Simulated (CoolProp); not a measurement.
Aqueous potassium carbonate as a coolant, 36 % by mass, freezing at -28.6 °C, 1 atm.

Computed with CoolProp (Melinder's fits for secondary coolants).

```
T (°C)  cp (kJ/(kg K))  conductivity (W/(m K))  viscosity (mPa s)  Prandtl number
------  --------------  ----------------------  -----------------  --------------
-12.8            2.741                   0.508               9.63            51.9
-7.8             2.750                   0.517               7.90            42.1
-2.9             2.759                   0.525               6.62            34.8
2.1                [?]                   0.533               5.62            29.2
7                2.776                   0.541               4.85            24.9
12                 [?]                   0.549               4.22            21.4
16.9             2.795                   0.557                [?]            18.7
21.9             2.805                   0.565               3.31            16.4
26.9               [?]                   0.572               2.96            14.5
31.8             2.824                   0.580               2.66            13.0
```

Question: Fill in the missing entries.

Answer: 
- 2.1, cp (kJ/(kg K)): 2.768
- 12, cp (kJ/(kg K)): 2.786
- 16.9, viscosity (mPa s): 3.72
- 26.9, cp (kJ/(kg K)): 2.814
